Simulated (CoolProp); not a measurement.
cis-2-butene along the isotherm 492.6 K: fugacity coefficient from the reference equation and from simpler models built on Tc = 435.8 K, pc = 4.236 MPa, ω = 0.202; each cubic takes its own stable root.

Values from CoolProp's reference Helmholtz-energy equation of state, Lemmon 2005. It is a short technical equation, of lower accuracy than the large ones.

| p (MPa) | phase | reference | van der Waals | Soave-Redlich-Kwong |
|---|---|---|---|---|
| 0.0201 | gas | 0.9989 | 0.9990 | 0.9989 |
| 0.0295 | gas | 0.9984 | 0.9985 | 0.9984 |
| 0.0433 | gas | 0.9976 | 0.9978 | 0.9977 |
| 0.0635 | gas | 0.9965 | 0.9967 | 0.9966 |
| 0.0933 | gas | 0.9949 | 0.9952 | 0.9950 |
| 0.137 | gas | 0.9925 | 0.9929 | 0.9927 |
| 0.201 | gas | 0.9890 | 0.9896 | 0.9893 |
| 0.295 | gas | 0.9839 | 0.9847 | 0.9844 |
| 0.433 | gas | 0.9764 | 0.9776 | 0.9771 |
| 0.635 | gas | 0.9654 | 0.9672 | 0.9666 |
| 0.933 | gas | 0.9494 | 0.9519 | 0.9511 |
| 1.37 | gas | 0.9261 | 0.9296 | 0.9286 |
| 2.01 | gas | 0.8925 | 0.8970 | 0.8963 |
| 2.95 | gas | 0.8441 | 0.8493 | 0.8499 |
| 4.33 | supercritical | 0.7752 | 0.7793 | 0.7840 |
| 6.35 | supercritical | 0.6795 | 0.6744 | 0.6930 |
